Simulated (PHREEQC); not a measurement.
A solution holds 0.026 mol/kgw Cu(BF4)2, 0.034 mol/kgw HCl and 0.059 mol/kgw H3BO3, at 25 °C. Closed to the air; pH follows from the charge balance.

Model: ion-association model, wateq4f.dat, run in PHREEQC.

Each row changes one thing in this solution. This is a speciation only: nothing precipitates in the calculation.

```csv
case,pH,ionic strength (mol/kgw),H3BO3 (mol/kgw),BF4- (mol/kgw),HF (mol/kgw),BF3OH- (mol/kgw)
as made,1.55,0.111,0.0587,0.0474,0.00444,0.00381
temperature from 25 to 10 °C,1.54,0.112,0.0585,0.0477,0.00330,0.00390
H3BO3 from 0.059 to 0.0885 mol/kgw,1.54,0.111,0.0878,0.0471,0.00402,?
HCl from 0.034 to 0.0306 mol/kgw,1.59,0.108,0.0586,0.0473,0.00434,0.00390
Cu(BF4)2 replaced by H2SiF6 at the same molality,1.18,0.0920,0.0404,0.0169,0.00470,0.00129
0.0018 mol/kgw CO2 added,1.55,0.111,0.0587,0.0474,0.00444,0.00381
0.048 mol/kgw Na2SO4 added,1.78,0.190,0.0581,0.0469,0.00371,0.00442
H3BO3 from 0.059 to 0.0059 mol/kgw,?,0.109,0.00714,0.0481,0.00748,0.00230
```

Problem. Fill in the missing entries.

Solution. 
- H3BO3 from 0.059 to 0.0885 mol/kgw, BF3OH- (mol/kgw): 0.00419
- H3BO3 from 0.059 to 0.0059 mol/kgw, pH: 1.57

Some of these states are supersaturated (in SiO2(a), Quartz (slow to form), for instance). Away from 25 °C the constants follow the database's enthalpies or fits; those with neither stay at their 25 °C values. Real BF4- forms and hydrolyses slowly; the run takes it at equilibrium.
